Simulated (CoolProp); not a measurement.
Vapour-liquid equilibrium of isobutene (1) + acetone (2) at 234.3 K; x and y are mole fractions of (1).

Computed with CoolProp (multi-fluid Helmholtz-energy mixture model, Lemmon 2005 and Lemmon 2006; pair parameters Bell 2016).

Q: Give the bubble pressure and the first vapour's composition at x = 0.35, 0.75, 0.95. Is there an azeotrope?

A: x = 0.35: 0.01836 MPa, y = 0.966; x = 0.75: 0.02089 MPa, y = 0.975; x = 0.95: 0.02303 MPa, y = 0.991. No azeotrope shows between x = 0.05 and 0.95.

The pair parameters rest on a limited set of measurements; away from them the model extrapolates. With so large a gap from Raoult's law the liquid may split in two, which this calculation doesn't test in full.
